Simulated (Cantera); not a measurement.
Thermodynamics of silicon epitaxy and polysilicon growth, feed SiHCl3 + HCl + N2

A closed system holds: 1 mol SiHCl3, 0.18 mol HCl, a varied amount of N2, equilibrated at 1575 K and 10.5 Torr.

These are equilibrium values from Cantera (NASA tables, ideal gas, pure condensed phases), not measurements of a reactor. Candidate condensed phases: NH4Cl, Si, Si3N4; 28 gas species. The tables' values for SiCl3 are old estimates; treat these amounts as uncertain. The numbers say what is thermodynamically allowed, not how fast it happens.

```csv
n(N2) (mol),x N2,x HCl,x SiCl2,x SiCl3,x H2
19,0.901,0.0469,0.0403,0.00525,0.00450
28,0.930,0.0335,0.0288,0.00339,0.00282
36,0.945,0.0268,0.0230,0.00253,0.00206
44,0.954,0.0224,0.0191,0.00199,0.00161
53,0.962,0.0189,0.0161,0.00159,0.00127
61,0.966,0.0166,0.0142,0.00134,0.00106
69,0.970,0.0148,0.0126,0.00115,0.000911
78,0.973,0.0132,0.0113,0.000988,0.000781
86,0.976,0.0120,0.0103,0.000874,0.000690
94,0.978,0.0110,0.00945,0.000782,0.000617
100,0.979,0.0104,0.00891,0.000723,0.000571
110,0.981,0.00950,0.00814,0.000640,0.000506
```
x: gas mole fraction; nothing condenses.

From 19 mol N2 to 110 mol N2 nothing is condensed. The main Si-bearing gas is SiCl2 throughout.
